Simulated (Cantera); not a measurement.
A perfectly stirred reactor is fed with 20.7 % H₂, 6.09 % O₂, 73.1 % N₂, 0.101 % NO, at 130000 Pa; it is adiabatic with a 575 K inlet, and is followed from long to short residence time, starting on the burning branch (τ in s: 0.076, 0.036, 0.017, 0.0083, 0.004, 0.0019, 0.00091, 0.00044, 0.00021, 0.0001, 4.8e-05, 2.3e-05).

Detailed kinetics in Cantera: GRI-Mech 3.0 (53 species, 325 reactions). The mechanism lacks 2 NO + O2 → 2 NO2 and HONO, so NO2 and the effect of NO are under-described below about 1400 K.

x: mole fraction; the columns are a selection and need not sum to one.

```
τ (s)    T (K)    x H₂      x O₂      x NO   x H₂O      x H   x HO₂
-------  -----  ------  --------  --------  ------  -------  ------
0.076     1512  0.0891   6.55e-5  0.000121   0.130  0.00175     ___
0.036     1506  0.0889   9.85e-5  0.000184   0.130  0.00250     ___
0.017     1497  0.0885  0.000150  0.000281   0.130  0.00357     ___
0.0083    1486  0.0880  0.000228  0.000411   0.129  0.00498     ___
0.0040    1469  0.0874  0.000356  0.000572   0.129  0.00694     ___
0.0019    1447  0.0866  0.000573  0.000739   0.128  0.00966     ___
0.00091   1416  0.0856  0.000951  0.000873   0.126   0.0132     ___
0.00044   1377  0.0849   0.00165  0.000963   0.124   0.0173     ___
0.00021   1325  0.0856   0.00311   0.00101   0.121   0.0216     ___
0.00010   1253  0.0916   0.00673   0.00104   0.112   0.0238     ___
4.8e-5     575   0.207    0.0609   0.00101  <1e-12   <1e-12  <1e-12
2.3e-5     575   0.207    0.0609   0.00101  <1e-12   <1e-12  <1e-12
```

Problem. Complete the blanks.

Solution. 
- 0.076, x HO₂: 5.47e-8
- 0.036, x HO₂: 8.33e-8
- 0.017, x HO₂: 1.29e-7
- 0.0083, x HO₂: 1.99e-7
- 0.0040, x HO₂: 3.17e-7
- 0.0019, x HO₂: 5.26e-7
- 0.00091, x HO₂: 9.08e-7
- 0.00044, x HO₂: 1.66e-6
- 0.00021, x HO₂: 3.34e-6
- 0.00010, x HO₂: 7.83e-6
